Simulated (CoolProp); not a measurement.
Model: reference Helmholtz-energy equation of state, Lemmon 2006, in CoolProp. It is a short technical equation, of lower accuracy than the large ones.

For C3F8 (R218), give the phase and the speed of sound (m/s), Joule-Thomson coefficient (K/MPa), isothermal compressibility (1/MPa), conductivity (mW/(m K)) at 348 K and 5.28 MPa; 348 K and 11.4 MPa.


- 348 K and 5.28 MPa: supercritical; speed of sound 187, Joule-Thomson coefficient 1.13, isothermal compressibility 0.0402, conductivity 38.7
- 348 K and 11.4 MPa: supercritical; speed of sound 295, Joule-Thomson coefficient 0.190, isothermal compressibility 0.0125, conductivity 44.6

Thermal conductivity comes from a separate model (Huber 2003), an estimate that may be off by 10 % or more.
